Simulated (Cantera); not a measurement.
A closed system holds: 1 mol Zr, 14 mol N2O, 100 mol H2, at 1175 °C and 0.00610 bar.

These are equilibrium values from Cantera (NASA tables, ideal gas, pure condensed phases), not measurements of a reactor. Candidate condensed phases: H2O, Zr, ZrN, ZrO2; 28 gas species. Equilibrium is a limit: real reactors are often held back by kinetics, nucleation or transport.

Base state: H2 0.772, N2 0.123, H2O 0.105, H 0.000104 (mole fractions); condensed: ZrO2(monoclinic).

**Question.** What changes in the equilibrium state with this change: temperature from 1175 °C to 2077 °C?

**Answer.** 
| species | before | after |
|---|---|---|
| H2 | 0.772 | 0.658 |
| H | 0.000104 | 0.130 |
| N2 | 0.123 | 0.115 |
| H2O | 0.105 | 0.0945 |
| O | <1e-9 | 0.000427 |
| NO | 1.31e-9 | 7.30e-5 |
| ZrO2(monoclinic), mol | 1.00 | 0 |
| ZrO2(tetragonal), mol | 0 | 0.999 |

**Question.** What changes in the equilibrium state with this change: N2O from 14 to 0.23 mol?

**Answer.** 
| species | before | after |
|---|---|---|
| H2 | 0.772 | 1.000 |
| H | 0.000104 | 0.000118 |
| H2O | 0.105 | 1.38e-9 |
| N2 | 0.123 | <1e-9 |
| ZrO2(monoclinic), mol | 1.00 | 0.115 |
| Zr(β), mol | 0 | 0.425 |
| ZrN(s), mol | 0 | 0.460 |
Mutual solubility and eutectic melting of coexisting phases are not modelled. ZrN: taken at fixed stoichiometry. Condensed phases not in the tables: solid solutions among these carbides, nitrides and lower oxides, N, O or C dissolved in the metal.

**Question.** What changes in the equilibrium state with this change: Zr replaced by Cr?

**Answer.** 
| species | before | after |
|---|---|---|
| H2 | 0.772 | 0.767 |
| N2 | 0.123 | 0.123 |
| H2O | 0.105 | 0.110 |
| H | 0.000104 | 0.000104 |
| ZrO2(monoclinic), mol | 1.00 | 0 |
| Cr2O3(s), mol | 0 | 0.500 |
Further candidate phases: Cr, CrN, Cr2N, Cr2O3.
